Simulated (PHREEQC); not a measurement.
30 mol of Thenardite (Na2SO4) is brought to equilibrium with 1 kg of water holding 0.56 mol/kgw NaOH, at 25 °C and several pressures. CO2 from the air is kept out. The run lets Thenardite, Mirabilite precipitate or redissolve, and no other solid.

Computed with PHREEQC (Pitzer model, pitzer.dat).

```
P (atm)     pH  dissolved Na (mol/kgw)  dissolved S (mol/kgw)  Mirabilite (mol)
-------  -----  ----------------------  ---------------------  ----------------
1        14.58                    6.74                   1.87              4.51
50       14.58                    6.79                   1.87              4.53
100      14.59                    6.83                   1.87              4.55
200      14.60                    6.90                   1.85              4.58
300      14.61                    6.95                   1.83              4.61
400      14.62                    6.99                   1.80              4.63
500      14.63                    7.00                   1.76              4.66
600      14.64                    7.00                   1.71              4.68
800      14.65                    6.98                   1.62              4.72
1000     14.66                    6.93                   1.53              4.75
```

In brines, pH and single-ion activities rest on the MacInnes convention.
